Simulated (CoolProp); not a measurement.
Vapour-liquid equilibrium of isopentane (1) + R365MFC (2) at 0.0458 MPa; x and y are mole fractions of (1).

Values from CoolProp's multi-fluid Helmholtz-energy mixture model, Lemmon 2006 and Lemmon 2016; pair parameters Bell 2016.

### Question
Give the bubble temperature and the first vapour's composition at x = 0.05, 0.35, 0.5. Is there an azeotrope?

### Answer
x = 0.05: 14.0 °C, y = 0.255; x = 0.35: 2.9 °C, y = 0.633; x = 0.5: 2.2 °C, y = 0.661. y crosses x between x = 0.65 and 0.8: the model has an azeotrope there.

The pair parameters rest on a limited set of measurements; away from them the model extrapolates.
